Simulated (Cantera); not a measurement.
# Thermodynamics of silicon nitride deposition, feed SiH2Cl2 + N2

A closed system holds: 1 mol SiH2Cl2, a varied amount of N2, at 1823 K and 13300 Pa.

Cantera equilibrium calculation (NASA polynomials, part measured and part estimated; ideal gas, pure solids and liquids). Candidate condensed phases: NH4Cl, Si, Si3N4; 28 gas species. Mutual solubility and eutectic melting of coexisting phases are not modelled. The tables' values for SiCl3, SiCl are old estimates; treat these amounts as uncertain. Gases not in the tables: Si2H6 and higher silanes. Equilibrium is a limit: real reactors are often held back by kinetics, nucleation or transport.

```
n(N2) (mol)    x N2    x H2  x SiCl2   x HCl   x SiCl3  n Si(l)  n Si3N4(s)
-----------  ------  ------  -------  ------  --------  -------  ----------
0.23         0.0957   0.358    0.327   0.198    0.0180    0.208      0.0105
0.49          0.138   0.332    0.301   0.207    0.0180        0      0.0873
1             0.287   0.259    0.232   0.204    0.0155        0       0.103
2.1           0.486   0.176    0.158   0.166    0.0104        0       0.115
4.5           0.682   0.105   0.0953   0.111   0.00546        0       0.122
9.3           0.820  0.0576   0.0536  0.0657   0.00244        0       0.126
19            0.904  0.0302   0.0286  0.0359  0.000984        0       0.128
41            0.953  0.0145   0.0139  0.0177  0.000341        0       0.129
```
x: gas mole fraction; n: condensed amount in mol.

At 0.23 mol N2 the condensed part is Si(l) + Si3N4(s). From 0.49 mol N2 to 41 mol N2 the condensed part is Si3N4(s). The main Si-bearing gas is SiCl2 throughout. The share of Si in condensed phases is highest at 41 mol N2 (38.7 %) and lowest at 0.23 mol N2 (24.0 %).
